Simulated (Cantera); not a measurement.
A Cantera script and what it prints.

```python
import numpy as np
import cantera as ct

gas_names = """
    AL ALH ALI ALI3 ALN AL2 AL2I6 H HI H2 I I2 N NH NH2 NH3 N2 N2H2 N2H4
""".split()
cond_names = """
    AL(cr) AL(L) ALI3(s) ALI3(L) ALN(s) I2(cr) I2(L)
""".split()


# ... load() reads the species with a 1 bar reference pressure and builds the phases ...
atoms = {
    'AlI3': {'AL': 1, 'I': 3},
    'NH3': {'N': 1, 'H': 3},
    'N2': {'N': 2},
}
top_T = {'ALN(s)': 2750}  # K; cautious upper limits of use, not melting points


# ... equilibrate(T, P, feed) seeds the gas with the atoms and calls Mixture.equilibrate('TP', solver="vcs", rtol=1e-11, max_steps=5000) ...
results = []
feed = {'AlI3': 1, 'NH3': 5.9, 'N2': 1.4}  # mol
T = 1448.15  # K
for P in [10, 63, 400, 2500, 16000, 100000]:
    mix = equilibrate(T, P, feed)
    results.append((T, P, feed, dict(zip(mix.species_names, mix.species_moles))))

top = {s: max(r[3][s] / sum(r[3][g] for g in gas_names) for r in results) for s in gas_names}
cols = sorted((s for s in top if top[s] > 1e-05), key=lambda s: -top[s])[:7]
seen = [c for c in cond_names if any(r[3].get(c, 0) > 1e-12 for r in results)]
print("log10 of partial pressures in bar; condensed amounts in mol")
print(f"{'P/Pa':>10s}" + "".join(f"{s[:9]:>10s}" for s in cols + seen))
for T, P, feed, n in results:
    ng = sum(n[g] for g in gas_names)
    print(f"{P:10.4g}" + "".join(f"{np.log10(max(n[s] / ng * P / 1e5, 1e-99)):10.3f}" for s in cols)
          + "".join(f"{n.get(c, 0):10.4g}" for c in seen))
```

Output:

```
log10 of partial pressures in bar; condensed amounts in mol
      P/Pa        H2        N2         I        HI       ALI      ALI3        I2    ALN(s)
        10    -4.257    -4.590    -4.814    -6.316    -5.517   -10.263    -9.615    0.5158
        63    -3.455    -3.800    -3.984    -5.085    -5.081    -8.166    -7.954    0.7931
       400    -2.653    -2.998    -3.203    -3.903    -4.701    -6.223    -6.392    0.9206
      2500    -1.861    -2.196    -2.496    -2.800    -4.395    -4.503    -4.977    0.9564
   1.6e+04    -1.058    -1.376    -1.883    -1.786    -4.192    -3.075    -3.752    0.9162
     1e+05    -0.263    -0.567    -1.381    -0.887    -4.095    -1.974    -2.749     0.845
```

Equilibrium computed with Cantera from the NASA thermochemical tables; the gas is ideal and each condensed phase is pure.
